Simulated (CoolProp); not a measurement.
Hexamethyldisiloxane (MM) along the isotherm 343.1 K: Z from the reference equation and from simpler models built on Tc = 518.7 K, pc = 1.931 MPa, ω = 0.418; each cubic takes its own stable root.

Computed with CoolProp (reference Helmholtz-energy equation of state, Thol 2016).

| p (MPa) | phase | reference | Redlich-Kwong | Soave-Redlich-Kwong |
|---|---|---|---|---|
| 1.21 | liquid | 0.09656 | 0.1090 | 0.1030 |
| 2.41 | liquid | 0.1916 | ___ | 0.2040 |
| 3.62 | liquid | 0.2868 | 0.3199 | ___ |
| 4.83 | liquid | 0.3813 | 0.4233 | ___ |
| 6.03 | liquid | 0.4744 | 0.5244 | 0.5024 |
| 7.24 | liquid | 0.5678 | ___ | ___ |
| 8.45 | liquid | 0.6607 | ___ | ___ |
| 9.66 | liquid | ___ | 0.8238 | 0.7945 |

### Question
What belongs in the gaps?

### Answer

- 2.41, Redlich-Kwong: 0.2149
- 3.62, Soave-Redlich-Kwong: 0.3047
- 4.83, Soave-Redlich-Kwong: 0.4044
- 7.24, Redlich-Kwong: 0.6252
- 7.24, Soave-Redlich-Kwong: 0.6005
- 8.45, Redlich-Kwong: 0.7250
- 8.45, Soave-Redlich-Kwong: 0.6978
- 9.66, reference: 0.7530
